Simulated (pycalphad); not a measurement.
Source of the numbers: pycalphad with the COST 507 light-alloy database (1999); pressure 1 atm. The database dates from 1999; later assessments differ in places, in temperatures and in the compounds included. Kinetics are ignored, which matters at the lower temperatures.

Molar enthalpy of Ti-4.994Hf-3.659B (wt.%) in equilibrium (SER reference):

```
T (K)  H (kJ/mol)       phases
-----  ----------  -----------
2850        92.67       LIQUID
2700        86.06       LIQUID
2550        79.46       LIQUID
2400        72.85       LIQUID
2250        66.24       LIQUID
2100        59.64       LIQUID
2025        56.34       LIQUID
1950        53.04       LIQUID
1800        23.79  BCC_A2 + BM
1725        21.16  BCC_A2 + BM
1650        18.60  BCC_A2 + BM
1500        13.66  BCC_A2 + BM
1350         8.94  BCC_A2 + BM
1200         4.38  BCC_A2 + BM
1050        -3.25  HCP_A3 + BM
900         -7.97  HCP_A3 + BM
750        -12.49  HCP_A3 + BM
600        -16.78  HCP_A3 + BM
```

Cooling from 1950 K to 1800 K, across the freezing range, releases 29.3 kJ/mol, or 665 J/g. The slope is 44 J/(mol K) in the liquid and 35 J/(mol K) just below the solidus, where it includes any heat of precipitation. Liquidus 1940 K, solidus 1814 K. Changes were sought between steps of 75 K, so a narrower field can be missed.

Database names, with the compositions (at.%) that they take in these runs: BM: Ti 50 B 50. BCC_A2 is bcc; HCP_A3 is hcp.
